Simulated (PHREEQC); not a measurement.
1 kg of water holding 0.022 mol/kgw NaCl meets 20 L of dry gas (H2S 1 by moles) at fixed total pressure, at 40 °C; fugacities by Peng-Robinson. The gases take part in no redox reaction, some water evaporates into the gas, and hydrates or a liquid gas phase aren't modelled. Nothing may precipitate in this run.

Equilibrium calculation in PHREEQC: ion-association model, phreeqc.dat.

**Question.** Predict dissolved H2S (mol/kgw), pH at P (atm) = 3, 7.5, 15.

**Answer.** 
```
P (atm)  dissolved H2S (mol/kgw)    pH
-------  -----------------------  ----
3                          0.184  3.75
7.5                        0.449  3.55
15                         0.845  3.41
```

Constants without temperature data keep their 25 °C values here.
